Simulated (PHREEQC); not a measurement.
MgCl2 is added in steps, without added water, to 1 kg of water holding 6.2 mmol/kgw HCl, 84 mmol/kgw Li2SO4 and 6 mmol/kgw NiSO4, at 25 °C. Oxygen alone is held at its pressure in air (log pO2 = -0.68). The system is closed to CO2. The run lets Brucite, Ni(OH)2, Ni4(OH)6SO4, Epsomite, Morenosite precipitate or redissolve, and no other solid.

Base run: PHREEQC, ion-association model, wateq4f.dat. Each further column changes one thing. The table gives NiSO4 (mol/kgw).

```json
[
 {"MgCl2 added (mol)": "0", "base": "0.00308", "Debye-Hückel limiting law": "0.000677", "all activity coefficients set to 1": "0.00542", "Davies equation for every ion": "0.00320"},
 {"MgCl2 added (mol)": "0.075", "base": "0.00197", "Debye-Hückel limiting law": "0.000131", "all activity coefficients set to 1": "0.00383", "Davies equation for every ion": "0.00215"},
 {"MgCl2 added (mol)": "0.175", "base": "0.00117", "Debye-Hückel limiting law": "2.25e-5", "all activity coefficients set to 1": "0.00115", "Davies equation for every ion": "0.00127"},
 {"MgCl2 added (mol)": "0.25", "base": "0.000865", "Debye-Hückel limiting law": "7.44e-6", "all activity coefficients set to 1": "0.000516", "Davies equation for every ion": "0.000862"},
 {"MgCl2 added (mol)": "0.325", "base": "0.000669", "Debye-Hückel limiting law": "2.77e-6", "all activity coefficients set to 1": "0.000267", "Davies equation for every ion": "0.000569"},
 {"MgCl2 added (mol)": "0.425", "base": "0.000488", "Debye-Hückel limiting law": "8.46e-7", "all activity coefficients set to 1": "0.000131", "Davies equation for every ion": "0.000305"},
 {"MgCl2 added (mol)": "0.5", "base": "0.000388", "Debye-Hückel limiting law": "3.74e-7", "all activity coefficients set to 1": "8.35e-5", "Davies equation for every ion": "0.000182"}
]
```

The ionic strength passes 0.7 mol/kgw, the rough limit of the ion-association models, in part of: base; Debye-Hückel limiting law; all activity coefficients set to 1; Davies equation for every ion.
